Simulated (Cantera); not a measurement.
Predominance diagram of Ta at 1750 K against the partial pressures of O2 and CO (log10, bar). Standard-state values (1 bar) from the NASA 1993 polynomials, evaluated with Cantera. Candidates: Ta(s), TaC(s), Ta2O5(s). Only these pure phases compete in this equilibrium. TaC: taken at fixed stoichiometry. Not in the tables: Ta2C.

```
log p(CO) \ log p(O2)
        columns: -19, -17.9, -16.8, -15.6, -14.5, -13.4, -12.3, -11.2, -10.1, -8.9, -7.8, -6.7, -5.6, -4.5, -3.4, -2.2, -1.1, 0
      0  A A A B B B C C C C C C A A A A A A
   -0.7  A A B B B C C C C C C C C C A A A A
   -1.4  A B B B B C C C C C C C C C C A A A
   -2.1  B B B B B C C C C C C C C C C C A A
   -2.8  B B B B C C C C C C C C C C C C C A
   -3.5  B B B B C C C C C C C C C C C C C C
   -4.2  B B B D C C C C C C C C C C C C C C
   -4.9  B B D D C C C C C C C C C C C C C C
   -5.6  B D D D C C C C C C C C C C C C C C
   -6.3  D D D D C C C C C C C C C C C C C C
     -7  D D D D C C C C C C C C C C C C C C
```

A: out of reach (another gas would pass 10 bar, or a non-metal would condense); B: TaC(s); C: Ta2O5(s); D: Ta(s).
